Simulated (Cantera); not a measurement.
Cantera run, input and output.

```python
import numpy as np
import cantera as ct

gas = ct.Solution("gri30.yaml")
gas.TPX = 925, 2666, {'H2': 0.11, 'O2': 1}
reactor = ct.IdealGasConstPressureReactor(gas, energy="off", clone=False)
net = ct.ReactorNet([reactor])
net.rtol, net.atol = 1e-08, 1e-18
show = ['H2', 'O2', 'O', 'HO2', 'H']
times = np.geomspace(6e-05, 10, 15)

steps = ct.SolutionArray(gas, extra=["t"])
rows = []
print(f"{'t/s':>10s}{'T/K':>9s}{'P/Pa':>11s}" + "".join(f"{s:>11s}" for s in show))
for t in times:
    while net.time < t:
        t_next = net.step()
        steps.append(gas.state, t=t_next)
    rows.append([np.interp(t, steps.t, y) for y in (steps.T, steps.P, *steps(*show).X.T)])
    print(f"{t:10.3e}{rows[-1][0]:9.1f}{rows[-1][1]:11.4g}" + "".join(f"{x:11.3e}" for x in rows[-1][2:]))
rate = np.gradient(steps.T, steps.t)
print("integrator steps:", len(steps.t))
if steps.T.max() > steps.T[0] + 200:
    print(f"time of steepest temperature rise: {steps.t[rate.argmax()]:.4e} s")
gas.TPX = 925, 2666, {'H2': 0.11, 'O2': 1}
gas.equilibrate("TP")
print(f"equilibrium (TP): T = {gas.T:.1f} K  " + "  ".join(f"{s} {gas[s].X[0]:.3e}" for s in show))
```

Output:

```
       t/s      T/K       P/Pa         H2         O2          O        HO2          H
 6.000e-05    925.0       2666  9.910e-02  9.009e-01  2.250e-12  1.144e-11  1.006e-11
 1.416e-04    925.0       2666  9.910e-02  9.009e-01  1.125e-11  2.752e-11  2.522e-11
 3.343e-04    925.0       2666  9.910e-02  9.009e-01  6.560e-11  6.910e-11  9.436e-11
 7.891e-04    925.0       2666  9.910e-02  9.009e-01  9.416e-10  2.554e-10  1.169e-09
 1.863e-03    925.0       2666  9.910e-02  9.009e-01  2.808e-07  3.352e-08  3.443e-07
 4.396e-03    925.0       2666  4.454e-02  8.782e-01  1.038e-02  2.176e-05  2.026e-02
 1.038e-02    925.0       2666  1.671e-03  8.936e-01  1.754e-03  1.916e-05  5.944e-04
 2.449e-02    925.0       2666  3.718e-04  8.954e-01  2.604e-04  7.151e-06  2.230e-05
 5.782e-02    925.0       2666  1.089e-04  8.957e-01  5.865e-05  2.744e-06  2.220e-06
 1.365e-01    925.0       2666  2.924e-05  8.957e-01  1.441e-05  9.521e-07  2.758e-07
 3.221e-01    925.0       2666  6.286e-06  8.957e-01  3.475e-06  2.774e-07  3.360e-08
 7.604e-01    925.0       2666  1.027e-06  8.957e-01  8.527e-07  7.283e-08  4.038e-09
 1.795e+00    925.0       2666  1.237e-07  8.957e-01  2.315e-07  2.002e-08  5.488e-10
 4.237e+00    925.0       2666  1.241e-08  8.957e-01  7.259e-08  6.361e-09  9.355e-11
 1.000e+01    925.0       2666  2.136e-09  8.957e-01  2.574e-08  2.322e-09  1.954e-11
integrator steps: 1442
equilibrium (TP): T = 925.0 K  H2 5.306e-12  O2 8.957e-01  O 7.816e-11  HO2 3.118e-10  H 3.698e-15
```

Cantera simulation using GRI-Mech 3.0 (53 species, 325 reactions); the numbers are that mechanism's predictions, not measurements. Radical loss at walls, strong at low pressure, is not modelled. Below about 950 K walls govern HO2 and H2O2 in real vessels. The temperature is held fixed by assumption; the heat of reaction is taken as removed at once.
